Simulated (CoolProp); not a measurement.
Vapour-liquid equilibrium of diethyl ether (1) + ethanol (2) at 418.6 K; x and y are mole fractions of (1).

Model: multi-fluid Helmholtz-energy mixture model, Thol 2014 and Schroeder 2014; pair parameters Bell 2016, in CoolProp.

```tsv
x	bubble pressure, mixture model (MPa)	bubble pressure, Raoult's law (MPa)	y, mixture model	y, Raoult's law
0.05	0.9584	0.9125	___	0.090
0.2	___	1.028	0.362	0.320
0.35	1.337	1.143	___	0.503
0.5	1.458	1.259	0.623	0.653
0.65	___	1.374	0.722	0.777
0.8	___	1.490	___	0.883
0.95	1.643	1.605	0.951	0.973
```

Question: What belongs in the gaps?

Answer: 
- 0.05, y, mixture model: 0.120
- 0.2, bubble pressure, mixture model (MPa): 1.174
- 0.35, y, mixture model: 0.512
- 0.65, bubble pressure, mixture model (MPa): 1.548
- 0.8, bubble pressure, mixture model (MPa): 1.613
- 0.8, y, mixture model: 0.827

The largest gap from Raoult's law is +17.0 % in bubble pressure, at x = 0.35. No azeotrope shows between x = 0.05 and 0.95.

The pair parameters rest on a limited set of measurements; away from them the model extrapolates.
